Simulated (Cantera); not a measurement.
A Cantera script and what it prints.

```python
import numpy as np
import cantera as ct

gas_names = """
    CL CL2 H HCL H2 N NH NH2 NH3 N2 N2H2 N2H4 Si SiCL SiCL2 SiCL3 SiCL4 SiH SiHCL3 SiH2 SiH2CL2 SiH3
    SiH3CL SiH4 SiN Si2 Si2N Si3
""".split()
cond_names = """
    NH4CL(a) NH4CL(b) Si(cr) Si(L) Si3N4(a)
""".split()


# ... load() reads the species with a 1 bar reference pressure and builds the phases ...
atoms = {
    'SiHCl3': {'Si': 1, 'H': 1, 'CL': 3},
    'N2': {'N': 2},
    'H2': {'H': 2},
}
top_T = {'Si3N4(a)': 2400}  # K; cautious upper limits of use, not melting points


# ... equilibrate(T, P, feed) seeds the gas with the atoms and calls Mixture.equilibrate('TP', solver="vcs", rtol=1e-11, max_steps=5000) ...
results = []
feed = {'SiHCl3': 1, 'N2': 0.36, 'H2': 0.85}  # mol
T = 998.15  # K
P = 65  # Pa
mix = equilibrate(T, P, feed)
results.append((T, P, feed, dict(zip(mix.species_names, mix.species_moles))))
print(gas.report(threshold=1e-06))
for i in range(1, mix.n_phases):
    print(f"{mix.phase(i).name:16s} {mix.phase_moles(i):12.5e} mol")
```

It prints:

```
       temperature   998.15 K
          pressure   65 Pa
           density   0.00040559 kg/m^3
  mean mol. weight   51.785 kg/kmol
   phase of matter   gas

                          1 kg             1 kmol
                     ---------------   ---------------
          enthalpy       -2.8003e+06       -1.4502e+08  J
   internal energy       -2.9606e+06       -1.5332e+08  J
           entropy            6189.6        3.2053e+05  J/K
    Gibbs function       -8.9785e+06       -4.6495e+08  J
 heat capacity c_p               895             46348  J/K
 heat capacity c_v            734.45             38034  J/K

                      mass frac. Y      mole frac. X     chem. pot. / RT
                     ---------------   ---------------   ---------------
               HCL           0.31009           0.44046           -43.554
                H2          0.013467           0.34593           -25.901
                N2         0.0044384         0.0082046           -36.998
             SiCL2        0.00036223        0.00018951           -73.387
             SiCL3         0.0032522         0.0012528           -103.99
             SiCL4           0.66549           0.20286           -134.59
            SiHCL3         0.0028923         0.0011059           -116.94
     [  +21 minor]        1.3094e-06        7.6496e-07

Si(cr)            0.00000e+00 mol
Si3N4(a)          1.70228e-01 mol
```

Cantera equilibrium calculation (NASA polynomials, part measured and part estimated; ideal gas, pure solids and liquids). N2 is the only nitrogen source here; it is nearly inert below about 1500 K, so the nitride shown seldom forms there in practice. The tables' values for SiCl3 are old estimates; treat these amounts as uncertain.
